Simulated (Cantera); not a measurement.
Input: 1 mol B, 2.1 mol O2, 8.6 mol H2, at 1002 °C and 0.255 Torr.

These are equilibrium values from Cantera (NASA tables, ideal gas, pure condensed phases), not measurements of a reactor. Candidate condensed phases: B, B2O3, B3O3H3, H2O; 23 gas species. The numbers say what is thermodynamically allowed, not how fast it happens.

Base state: H2 0.664, H2O 0.272, HBO2 0.0640, B2O3 0.000270, H 3.26e-5, (HBO2)3 2.34e-5, HBO 1.65e-5 (mole fractions); condensed: B2O3(l).

**Question.** What changes in the equilibrium state with this change: temperature from 1002 °C to 775 °C?

**Answer.** 
```json
[
 {"species": "H2", "before": "0.664", "after": "0.685"},
 {"species": "H2O", "before": "0.272", "after": "0.312"},
 {"species": "HBO2", "before": "0.0640", "after": "0.00208"},
 {"species": "B2O3", "before": "0.000270", "after": "8.85e-8"},
 {"species": "HBO", "before": "1.65e-5", "after": "4.40e-8"},
 {"species": "H", "before": "3.26e-5", "after": "3.48e-7"},
 {"species": "(HBO2)3", "before": "2.34e-5", "after": "7.10e-5"},
 {"species": "B2O3(l), mol", "before": "0.213", "after": "0.490"}
]
```
Gases not in the tables: H3BO3.

**Question.** What changes in the equilibrium state with this change: B replaced by B2O3?

**Answer.** 
| species | before | after |
|---|---|---|
| H2 | 0.664 | 0.491 |
| H2O | 0.272 | 0.428 |
| HBO2 | 0.0640 | 0.0804 |
| (HBO2)3 | 2.34e-5 | 4.63e-5 |
| HBO | 1.65e-5 | 9.70e-6 |
| H | 3.26e-5 | 2.80e-5 |
| B2O3 | 0.000270 | 0.000270 |
| B2O3(l), mol | 0.213 | 0.637 |
Gases not in the tables: H3BO3.
